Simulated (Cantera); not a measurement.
**Thermodynamics of hydrogen reduction and annealing atmospheres, feed V2O5 + H2 + H2O + N2**

A closed system holds: 1 mol V2O5, 1.2 mol H2, 0.31 mol H2O, 0.00015 mol N2, equilibrated at 2.78 Torr.

Equilibrium computed with Cantera from the NASA thermochemical tables; the gas is ideal and each condensed phase is pure. Candidate condensed phases: H2O, V, VN, VO, V2O3, V2O4, V2O5; 28 gas species. Mutual solubility and eutectic melting of coexisting phases are not modelled. Condensed phases not in the tables: the oxides between V2O3 and V2O5 other than VO2. Kinetics and transport are ignored.

| T (°C) | log p H2O | log p VO2 | log p H2 | log p O2 | log p H | log p OH | n V2O3(s) | n V2O4(s) | n V2O4(l) |
|---|---|---|---|---|---|---|---|---|---|
| 900 | -2.43 | -11.42 | -5.30 | -10.56 | -9.58 | -8.87 | 0.198 | 0.802 | 0 |
| 1000 | -2.43 | -9.83 | -5.11 | -9.19 | -8.70 | -7.96 | 0.197 | 0.803 | 0 |
| 1100 | -2.43 | -8.47 | -4.95 | -8.02 | -7.95 | -7.18 | 0.195 | 0.805 | 0 |
| 1200 | -2.43 | -7.31 | -4.81 | -7.02 | -7.30 | -6.51 | 0.194 | 0.806 | 0 |
| 1300 | -2.43 | -6.30 | -4.68 | -6.14 | -6.73 | -5.93 | 0.192 | 0.808 | 0 |
| 1400 | -2.44 | -5.42 | -4.58 | -5.36 | -6.23 | -5.41 | 0.193 | 0.806 | 0 |
| 1500 | -2.44 | -4.64 | -4.48 | -4.68 | -5.79 | -4.95 | 0.206 | 0.789 | 0 |
| 1600 | -2.46 | -4.00 | -4.32 | -4.26 | -5.35 | -4.60 | 0.232 | 0 | 0.747 |
| 1700 | -2.50 | -3.47 | -4.12 | -4.03 | -4.93 | -4.34 | 0.263 | 0 | 0.658 |
| 1800 | -2.63 | -2.99 | -4.03 | -3.83 | -4.59 | -4.14 | 0.346 | 0 | 0.346 |
| 1900 | -2.85 | -2.72 | -3.73 | -4.27 | -4.18 | -4.17 | 0.143 | 0 | 0 |
| 2000 | -2.96 | -2.70 | -3.54 | -4.33 | -3.85 | -4.07 | 0 | 0 | 0 |
log p: log10 of the partial pressure in bar; n: condensed amount in mol.

From 900 °C to 1500 °C the condensed part is V2O3(s) + V2O4(s). From 1600 °C to 1800 °C the condensed part is V2O3(s) + V2O4(l). At 1900 °C the condensed part is V2O3(s). At 2000 °C nothing is condensed.
